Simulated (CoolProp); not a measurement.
Values from CoolProp's reference Helmholtz-energy equation of state, Bücker 2006.

Q: For isobutane, give the phase and the speed of sound (m/s), fugacity coefficient at -98.85 °C and 4.19 MPa; -31.55 °C and 4.19 MPa; 13.25 °C and 4.19 MPa.

A: 
- -98.85 °C and 4.19 MPa: liquid; speed of sound 1570, fugacity coefficient 0.000130
- -31.55 °C and 4.19 MPa: liquid; speed of sound 1170, fugacity coefficient 0.0123
- 13.25 °C and 4.19 MPa: liquid; speed of sound 932, fugacity coefficient 0.0643
